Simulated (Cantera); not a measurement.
Input (Python, Cantera) and output of one run.

```python
import numpy as np
import cantera as ct

gas_names = """
    CL CL2 H HCL H2 N NH NH2 NH3 N2 N2H2 N2H4 Si SiCL SiCL2 SiCL3 SiCL4 SiH SiHCL3 SiH2 SiH2CL2 SiH3
    SiH3CL SiH4 SiN Si2 Si2N Si3
""".split()
cond_names = """
    NH4CL(a) NH4CL(b) Si(cr) Si(L) Si3N4(a)
""".split()


def load(file, names, dense=False):
    # The tables refer to 1 bar. Condensed volumes are neglected.
    table = {s.name: s for s in ct.Species.list_from_file(file)}
    out = []
    for n in names:
        d = dict(table[n].input_data)
        d["thermo"] = dict(d["thermo"], **{"reference-pressure": 1e5})
        if dense:
            d["equation-of-state"] = {"model": "constant-volume", "density": "1e6 g/cm^3"}
        out.append(ct.Species.from_dict(d))
    return out


gas = ct.Solution(thermo="ideal-gas", species=load("nasa_gas.yaml", gas_names))
cond = {s.name: ct.Solution(thermo="fixed-stoichiometry", species=[s], name=s.name)
        for s in load("nasa_condensed.yaml", cond_names, dense=True)}
atoms = {
    'SiHCl3': {'Si': 1, 'H': 1, 'CL': 3},
    'NH3': {'N': 1, 'H': 3},
    'N2': {'N': 2},
}
top_T = {'Si3N4(a)': 2400}  # K; cautious upper limits of use, not melting points


def equilibrate(T, P, feed):
    n = {}
    for name, mol in feed.items():
        for a, k in atoms[name].items():
            n[a] = n.get(a, 0.0) + k * mol
    gas.TPX = T, P, n
    mass = sum(n.values()) * gas.mean_molecular_weight
    gas.equilibrate("TP")
    valid = [c for c in cond.values() if c.min_temp <= T <= top_T.get(c.name, c.max_temp)]
    mix = ct.Mixture([(gas, mass / gas.mean_molecular_weight)] + [(c, 0.0) for c in valid])
    mix.T, mix.P = T, P
    mix.equilibrate("TP", solver="vcs", rtol=1e-11, max_steps=5000)
    return mix


results = []
feed = {'SiHCl3': 1, 'NH3': 2.5, 'N2': 33}  # mol
P = 1000  # Pa
for T in [1348, 1448, 1548, 1648, 1748, 1848, 1948]:
    mix = equilibrate(T, P, feed)
    results.append((T, P, feed, dict(zip(mix.species_names, mix.species_moles))))

top = {s: max(r[3][s] / sum(r[3][g] for g in gas_names) for r in results) for s in gas_names}
cols = sorted((s for s in top if top[s] > 1e-05), key=lambda s: -top[s])[:8]
seen = [c for c in cond_names if any(r[3].get(c, 0) > 1e-12 for r in results)]
print("log10 of partial pressures in bar; condensed amounts in mol")
print(f"{'T/K':>10s}" + "".join(f"{s[:9]:>10s}" for s in cols + seen))
for T, P, feed, n in results:
    ng = sum(n[g] for g in gas_names)
    print(f"{T:10.4g}" + "".join(f"{np.log10(max(n[s] / ng * P / 1e5, 1e-99)):10.3f}" for s in cols)
          + "".join(f"{n.get(c, 0):10.4g}" for c in seen))
```

It prints:

```
log10 of partial pressures in bar; condensed amounts in mol
       T/K        N2        H2       HCL     SiCL2         H        Si        CL      SiCL     Si(L)  Si3N4(a)
      1348    -2.068    -3.148    -3.133    -5.139    -7.210   -12.196    -7.273   -10.266         0    0.3197
      1448    -2.068    -3.134    -3.163    -4.514    -6.602   -10.345    -6.720    -8.878         0    0.2882
      1548    -2.068    -3.106    -3.236    -4.082    -6.065    -8.737    -6.292    -7.729         0    0.2195
      1648    -2.068    -3.073    -3.353    -3.821    -5.587    -7.327    -5.972    -6.779         0    0.1296
      1748    -2.068    -3.045    -3.497    -3.672    -5.164    -6.082    -5.729    -5.981         0   0.04531
      1848    -2.068    -3.038    -3.566    -3.632    -4.794    -5.203    -5.441    -5.432   0.01606         0
      1948    -2.069    -3.049    -3.531    -3.663    -4.471    -4.690    -5.079    -5.112         0         0
```

Cantera equilibrium calculation (NASA polynomials, part measured and part estimated; ideal gas, pure solids and liquids). The tables' values for SiCl, SiCl3, SiN are old estimates; treat these amounts as uncertain.
